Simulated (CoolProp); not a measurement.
Chloromethane (R40) along the isotherm 394.7 K: Z from the reference equation and from simpler models built on Tc = 418.6 K, pc = 6929 kPa, ω = 0.150; each cubic takes its own stable root.

Computed with CoolProp (reference Helmholtz-energy equation of state, Thol 2014).

```
p (kPa)   phase  reference
-------  ------  ---------
32.9        gas     0.9979
67.5        gas     0.9956
139         gas     0.9910
285         gas     0.9814
584         gas     0.9613
1200        gas     0.9183
2460        gas     0.8204
5060     liquid     0.1208
10400    liquid     0.2259
```

**Question.** How far does each simpler model (van der Waals, Redlich-Kwong, Soave-Redlich-Kwong, Peng-Robinson) lie from the reference over these 9 states: mean and median of the absolute difference, and the worst?

**Answer.** 
- van der Waals: mean 53.5 %, median 0.9 %, worst +424.2 % at 394.7 K and 5060 kPa
- Redlich-Kwong: mean 4.6 %, median 0.4 %, worst +22.6 % at 394.7 K and 5060 kPa
- Soave-Redlich-Kwong: mean 3.9 %, median 0.4 %, worst +18.4 % at 394.7 K and 5060 kPa
- Peng-Robinson: mean 0.7 %, median 0.0 %, worst +5.1 % at 394.7 K and 5060 kPa

At some of these states van der Waals gives the other phase, because its saturation line lies elsewhere.
